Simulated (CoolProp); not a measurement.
Model: reference Helmholtz-energy equation of state, Lemmon 2003, in CoolProp. It is a pseudo-pure fit of the blend.

Question: For R404A, give the phase and the cp (kJ/(kg K)), cv (kJ/(kg K)) at 500 K and 5.6 bar; 500 K and 16.8 bar; 500 K and 22.4 bar.

Answer: 
- 500 K and 5.6 bar: gas; cp 1.18, cv 1.09
- 500 K and 16.8 bar: gas; cp 1.21, cv 1.10
- 500 K and 22.4 bar: gas; cp 1.22, cv 1.10
